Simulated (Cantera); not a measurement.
What does this Cantera script print?

```python
import numpy as np
import cantera as ct

gas_names = """
    C CO CO2 C2 C2O C3 C3O2 C4 C5 Fe FeC5O5 FeO O O2 O3
""".split()
cond_names = """
    C(gr) Fe(a) Fe(c) Fe(d) Fe(L) FeC5O5(L) FeO(s) FeO(L) Fe2O3(s) Fe3O4(s)
""".split()


# ... load() reads the species with a 1 bar reference pressure and builds the phases ...
atoms = {
    'Fe2O3': {'Fe': 2, 'O': 3},
    'O2': {'O': 2},
    'CO2': {'C': 1, 'O': 2},
}
top_T = {'C(gr)': 4500, 'Fe2O3(s)': 1830, 'Fe3O4(s)': 1870}  # K; cautious upper limits of use, not melting points


# ... equilibrate(T, P, feed) seeds the gas with the atoms and calls Mixture.equilibrate('TP', solver="vcs", rtol=1e-11, max_steps=5000) ...
results = []
feed = {'Fe2O3': 1, 'O2': 0.32, 'CO2': 0.075}  # mol
T = 1848.15  # K
P = 5200  # Pa
mix = equilibrate(T, P, feed)
results.append((T, P, feed, dict(zip(mix.species_names, mix.species_moles))))
print(gas.report(threshold=0.0001))
for i in range(1, mix.n_phases):
    print(f"{mix.phase(i).name:16s} {mix.phase_moles(i):12.5e} mol")
```

Result:

```
       temperature   1848.2 K
          pressure   5200 Pa
           density   0.011365 kg/m^3
  mean mol. weight   33.585 kg/kmol
   phase of matter   gas

                          1 kg             1 kmol
                     ---------------   ---------------
          enthalpy        1.4879e+05        4.9972e+06  J
   internal energy       -3.0874e+05       -1.0369e+07  J
           entropy            8896.2        2.9878e+05  J/K
    Gibbs function       -1.6293e+07        -5.472e+08  J
 heat capacity c_p            1204.4             40449  J/K
 heat capacity c_v             956.8             32135  J/K

                      mass frac. Y      mole frac. X     chem. pot. / RT
                     ---------------   ---------------   ---------------
                CO        0.00017511        0.00020996           -46.055
               CO2           0.17461           0.13326           -61.848
                 O        0.00036865        0.00077388           -15.793
                O2           0.82484           0.86576           -31.587
     [  +11 minor]        5.8482e-06         2.753e-06

C(gr)             0.00000e+00 mol
Fe(L)             0.00000e+00 mol
FeC5O5(L)         0.00000e+00 mol
FeO(L)            0.00000e+00 mol
Fe3O4(s)          6.66666e-01 mol
```

These are equilibrium values from Cantera (NASA tables, ideal gas, pure condensed phases), not measurements of a reactor.
